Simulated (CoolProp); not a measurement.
Vapour-liquid equilibrium of propane (1) + R236EA (2) at 1.31 MPa; x and y are mole fractions of (1).

The numbers come from the multi-fluid Helmholtz-energy mixture model, Lemmon 2009 and Rui 2013; pair parameters Bell 2016 in CoolProp.

Question: Give the bubble temperature and the first vapour's composition at x = 0.2, 0.35, 0.725. Is there an azeotrope?

Answer: x = 0.2: 334.5 K, y = 0.536; x = 0.35: 323.6 K, y = 0.682; x = 0.725: 313.8 K, y = 0.830. No azeotrope shows between x = 0.05 and 0.95.

Pair parameters are fitted to limited data, so mixtures are less certain than the pure fluids. With so large a gap from Raoult's law the liquid may split in two, which this calculation doesn't test in full.
